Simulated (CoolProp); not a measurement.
A single-stage vapour-compression cycle with R11: evaporating at 287.15 K (dew point), condensing at 357.15 K (bubble point), superheat 8 K, subcooling 2 K, compressor efficiency 0.65, no pressure losses. Each further row changes one setting.

The numbers come from the reference Helmholtz-energy equation of state, Jacobsen 1992 in CoolProp.

```tsv
case	cooling COP	pressure ratio	discharge temperature (K)	refrigerating effect (kJ/kg)	volumetric capacity (kJ/m³)
as stated	2.09	8.12	402.5	128	520
evaporating temperature 292.15 K	2.34	6.73	398.5	130	632
condensing temperature 352.15 K	2.31	7.21	395.9	133	540
subcooling 7 K	2.17	8.12	402.5	133	540
superheat 18 K	2.11	8.12	414.7	134	525
compressor efficiency 0.55	1.77	8.12	418.8	128	520
```
